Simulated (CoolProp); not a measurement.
Vapour-liquid equilibrium of acetone (1) + p-xylene (2) at 730 kPa; x and y are mole fractions of (1).

Computed with CoolProp (multi-fluid Helmholtz-energy mixture model, Lemmon 2006 and Zhou 2012; pair parameters Bell 2016).

```json
[
 {"x": "0.05", "bubble temperature, mixture model (K)": "489.4", "bubble temperature, Raoult's law (K)": "491.0", "y, mixture model": "0.233", "y, Raoult's law": "0.249"},
 {"x": "0.125", "bubble temperature, mixture model (K)": "471.3", "bubble temperature, Raoult's law (K)": "475.0", "y, mixture model": "0.468", "y, Raoult's law": "0.487"},
 {"x": "0.2", "bubble temperature, mixture model (K)": "457.6", "bubble temperature, Raoult's law (K)": "462.4", "y, mixture model": "0.612", "y, Raoult's law": "0.635"},
 {"x": "0.275", "bubble temperature, mixture model (K)": "447.3", "bubble temperature, Raoult's law (K)": "452.1", "y, mixture model": "0.704", "y, Raoult's law": "0.733"},
 {"x": "0.35", "bubble temperature, mixture model (K)": "439.2", "bubble temperature, Raoult's law (K)": "443.5", "y, mixture model": "0.768", "y, Raoult's law": "0.802"},
 {"x": "0.425", "bubble temperature, mixture model (K)": "432.6", "bubble temperature, Raoult's law (K)": "436.2", "y, mixture model": "0.815", "y, Raoult's law": "0.852"},
 {"x": "0.5", "bubble temperature, mixture model (K)": "427.1", "bubble temperature, Raoult's law (K)": "429.8", "y, mixture model": "0.851", "y, Raoult's law": "0.889"},
 {"x": "0.575", "bubble temperature, mixture model (K)": "422.3", "bubble temperature, Raoult's law (K)": "424.2", "y, mixture model": "0.881", "y, Raoult's law": "0.918"},
 {"x": "0.65", "bubble temperature, mixture model (K)": "418.1", "bubble temperature, Raoult's law (K)": "419.2", "y, mixture model": "0.906", "y, Raoult's law": "0.941"},
 {"x": "0.725", "bubble temperature, mixture model (K)": "414.2", "bubble temperature, Raoult's law (K)": "414.7", "y, mixture model": "0.929", "y, Raoult's law": "0.958"},
 {"x": "0.8", "bubble temperature, mixture model (K)": "410.5", "bubble temperature, Raoult's law (K)": "410.7", "y, mixture model": "0.950", "y, Raoult's law": "0.973"},
 {"x": "0.875", "bubble temperature, mixture model (K)": "407.0", "bubble temperature, Raoult's law (K)": "407.0", "y, mixture model": "0.969", "y, Raoult's law": "0.985"},
 {"x": "0.95", "bubble temperature, mixture model (K)": "403.7", "bubble temperature, Raoult's law (K)": "403.6", "y, mixture model": "0.988", "y, Raoult's law": "0.994"}
]
```

The largest gap from Raoult's law is -4.8 K in bubble temperature, at x = 0.275. No azeotrope shows between x = 0.05 and 0.95.

Pair parameters are fitted to limited data, so mixtures are less certain than the pure fluids.
